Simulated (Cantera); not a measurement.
What does this Cantera script print?

```python
import numpy as np
import cantera as ct

gas = ct.Solution("gri30.yaml")
gas.TPX = 1350, 110000, {'N2O': 1, 'N2': 0.29}
reactor = ct.IdealGasConstPressureReactor(gas, energy="off", clone=False)
net = ct.ReactorNet([reactor])
net.rtol, net.atol = 1e-08, 1e-18
show = ['N2O', 'NO', 'N2', 'O2', 'NO2']
times = np.geomspace(0.0009, 10, 11)

steps = ct.SolutionArray(gas, extra=["t"])
rows = []
print(f"{'t/s':>10s}{'T/K':>9s}{'P/Pa':>11s}" + "".join(f"{s:>11s}" for s in show))
for t in times:
    while net.time < t:
        t_next = net.step()
        steps.append(gas.state, t=t_next)
    rows.append([np.interp(t, steps.t, y) for y in (steps.T, steps.P, *steps(*show).X.T)])
    print(f"{t:10.3e}{rows[-1][0]:9.1f}{rows[-1][1]:11.4g}" + "".join(f"{x:11.3e}" for x in rows[-1][2:]))
rate = np.gradient(steps.T, steps.t)
print("integrator steps:", len(steps.t))
if steps.T.max() > steps.T[0] + 200:
    print(f"time of steepest temperature rise: {steps.t[rate.argmax()]:.4e} s")
gas.TPX = 1350, 110000, {'N2O': 1, 'N2': 0.29}
gas.equilibrate("TP")
print(f"equilibrium (TP): T = {gas.T:.1f} K  " + "  ".join(f"{s} {gas[s].X[0]:.3e}" for s in show))
```

Output:

```
       t/s      T/K       P/Pa        N2O         NO         N2         O2        NO2
 9.000e-04   1350.0    1.1e+05  7.676e-01  9.435e-04  2.292e-01  2.270e-03  1.903e-06
 2.285e-03   1350.0    1.1e+05  7.560e-01  2.370e-03  2.359e-01  5.718e-03  9.708e-06
 5.800e-03   1350.0    1.1e+05  7.277e-01  5.833e-03  2.522e-01  1.415e-02  3.844e-05
 1.472e-02   1350.0    1.1e+05  6.624e-01  1.374e-02  2.901e-01  3.367e-02  1.127e-04
 3.737e-02   1350.0    1.1e+05  5.298e-01  2.931e-02  3.671e-01  7.355e-02  2.606e-04
 9.487e-02   1350.0    1.1e+05  3.231e-01  5.162e-02  4.881e-01  1.367e-01  4.743e-04
 2.408e-01   1350.0    1.1e+05  1.204e-01  6.865e-02  6.092e-01  2.011e-01  6.409e-04
 6.113e-01   1350.0    1.1e+05  1.902e-02  7.215e-02  6.723e-01  2.358e-01  6.852e-04
 1.552e+00   1350.0    1.1e+05  3.899e-04  7.179e-02  6.844e-01  2.427e-01  7.154e-04
 3.939e+00   1350.0    1.1e+05  1.560e-06  7.175e-02  6.847e-01  2.428e-01  7.188e-04
 1.000e+01   1350.0    1.1e+05  1.532e-06  7.167e-02  6.847e-01  2.429e-01  7.181e-04
integrator steps: 1187
equilibrium (TP): T = 1350.0 K  N2O 3.899e-08  NO 6.000e-04  N2 7.204e-01  O2 2.790e-01  NO2 6.443e-06
```

Computed with Cantera and GRI-Mech 3.0 (53 species, 325 reactions). GRI-Mech 3.0 was tuned for natural gas; its chemistry of N2O as a main component is partial and can be far from experiment. The mechanism lacks the step 2 NO + O2 → 2 NO2, which can matter for NO2 below about 1400 K. The temperature is held fixed by assumption; the heat of reaction is taken as removed at once.
